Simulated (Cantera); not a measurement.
## Reactions in the system N-O-Pb

Cantera with NASA thermochemical tables; ideal gases at 1 bar, condensed phases pure. Values are per mole of reaction as written; species without (g) are pure solids or liquids, kept so even where they would boil at 1 bar.

Pb(g) + O(g) ⇌ PbO

| T (K) | ΔH° (kJ) | ΔS° (J/K) | ΔG° (kJ) | log10 K | condensed phases |
|---|---|---|---|---|---|
| 598 | -661.0 | -264.0 | -503.1 | 43.94 | PbO(red) |
| 698 | -659.6 | -261.8 | -476.8 | 35.68 | PbO(red) |
| 798 | -658.0 | -259.7 | -450.7 | 29.50 | PbO(yellow) |
| 898 | -656.6 | -258.0 | -424.8 | 24.71 | PbO(yellow) |
| 998 | -655.0 | -256.4 | -399.1 | 20.89 | PbO(yellow) |
| 1098 | -653.4 | -254.8 | -373.6 | 17.77 | PbO(yellow) |
| 1198 | -625.8 | -231.1 | -349.0 | 15.22 | PbO(l) |
| 1298 | -623.5 | -229.2 | -326.0 | 13.12 | PbO(l) |
| 1398 | -621.2 | -227.5 | -303.2 | 11.33 | PbO(l) |
| 1498 | -618.9 | -225.9 | -280.5 | 9.78 | PbO(l) |

Pb + N2O(g) ⇌ PbO + N2(g)

| T (K) | ΔH° (kJ) | ΔS° (J/K) | ΔG° (kJ) | log10 K | condensed phases |
|---|---|---|---|---|---|
| 598 | -298.4 | -20.7 | -286.0 | 24.98 | Pb(s), PbO(red) |
| 698 | -302.6 | -27.7 | -283.2 | 21.19 | Pb(l), PbO(red) |
| 798 | -301.8 | -26.8 | -280.5 | 18.36 | Pb(l), PbO(yellow) |
| 898 | -301.4 | -26.2 | -277.8 | 16.16 | Pb(l), PbO(yellow) |
| 998 | -300.9 | -25.7 | -275.2 | 14.41 | Pb(l), PbO(yellow) |
| 1098 | -300.2 | -25.1 | -272.7 | 12.97 | Pb(l), PbO(yellow) |
| 1198 | -273.8 | -2.2 | -271.1 | 11.82 | Pb(l), PbO(l) |
| 1298 | -272.5 | -1.2 | -270.9 | 10.90 | Pb(l), PbO(l) |
| 1398 | -271.2 | -0.3 | -270.8 | 10.12 | Pb(l), PbO(l) |
| 1498 | -270.0 | 0.6 | -270.9 | 9.44 | Pb(l), PbO(l) |

2 Pb(g) + NO2(g) ⇌ 2 PbO + N(g)

```csv
T (K),ΔH° (kJ),ΔS° (J/K),ΔG° (kJ),log10 K,condensed phases
598,-378.6,-277.3,-212.8,18.59,PbO(red)
698,-374.3,-270.5,-185.4,13.88,PbO(red)
798,-369.7,-264.4,-158.7,10.39,PbO(yellow)
898,-365.8,-259.8,-132.5,7.71,PbO(yellow)
998,-361.7,-255.5,-106.7,5.59,PbO(yellow)
1098,-357.4,-251.4,-81.4,3.87,PbO(yellow)
1198,-301.5,-203.1,-58.2,2.54,PbO(l)
1298,-296.1,-198.8,-38.1,1.53,PbO(l)
1398,-290.7,-194.8,-18.4,0.69,PbO(l)
1498,-285.6,-191.2,0.9,-0.03,PbO(l)
```
